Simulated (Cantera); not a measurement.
Charge: 1 mol (CH₃)₂SiCl₂, 0.27 mol C₂H₂, 10 mol H₂, 0.12 mol C₂H₄, equilibrated at 88.0 mbar.

Cantera equilibrium calculation (NASA polynomials, part measured and part estimated; ideal gas, pure solids and liquids). Candidate condensed phases: C, C₆H₆, C₇H₈, C₈H₁₈, Si, SiC; 109 gas species. The feed counts by its element totals alone. The numbers say what is thermodynamically allowed, not how fast it happens.

Over these rows the condensed part is C(graphite) + SiC(s). Partial pressures as log10 of bar:

| T (K) | 1000/T (1/K) | log p SiCl₄ | log p H₂ | log p HCl |
|---|---|---|---|---|
| 975 | 1.0256 | -2.89 | -1.10 | -2.16 |
| 1025 | 0.9756 | ? | -1.11 | -2.07 |
| 1075 | 0.9302 | -3.28 | -1.11 | -2.00 |
| 1125 | 0.8889 | -3.56 | -1.12 | -1.96 |
| 1175 | 0.8511 | -3.87 | -1.12 | -1.94 |
| 1225 | 0.8163 | -4.20 | -1.12 | -1.93 |

### Question
Fit log p(SiCl₄) = a + b·(1000/T) to the five rows, give the apparent enthalpy, and predict the row at 1025 K.

### Answer
Means: 1000/T = 0.9024, log p = -3.560. Sxy = 0.161335, Sxx = 0.0261782, so b = 6.16 and a = -3.560 − (6.16)×0.9024 = -9.12.
Apparent enthalpy: −19.145 × (6.16) = -118 kJ/mol. With the condensed phases at unit activity, SiC(s) + 4 HCl(g) = SiCl₄(g) + C(graphite) + 2 H₂(g) links this pressure to the main gases: over the six rows their terms move log p by +0.96 in all, so the slope isn't that reaction's ΔH° alone. The five rows lie within 0.11 of the line; that is curvature, so one enthalpy describes this range poorly.
Prediction at 1025 K: -9.12 + (6.16)×0.9756 = -3.11. The computed value is -3.06, 0.05 from the line.
